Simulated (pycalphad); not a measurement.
Computed with pycalphad from the COST 507 light-alloy database (1999), at 1 atm. The database dates from 1999; later assessments differ in places, in temperatures and in the compounds included.

Task: How does the equilibrium phase assembly of Al-5.43Si-6.45Fe (at.%) change on cooling from 1850 K to 500 K?

Result: 
```csv
T (K),phases above,phases below
1166.2,LIQUID,AL13FE4 + LIQUID
964.3,AL13FE4 + LIQUID,AL13FE4 + ALFESI_ALPHA + LIQUID
927.2,AL13FE4 + ALFESI_ALPHA + LIQUID,ALFESI_ALPHA + LIQUID
900.3,ALFESI_ALPHA + LIQUID,ALFESI_ALPHA + FCC_A1 + LIQUID
892.6,ALFESI_ALPHA + FCC_A1 + LIQUID,ALFESI_ALPHA + ALFESI_BETA + FCC_A1
```
Changes were sought between steps of 50 K, so a narrower field can be missed.

Database names, with the compositions (at.%) that they take in these runs: AL13FE4: Al 75 Fe 24 Si 1; ALFESI_ALPHA: Al 71-73 Fe 19 Si 8-10; ALFESI_BETA: Al 70 Si 15 Fe 15. FCC_A1 is fcc.
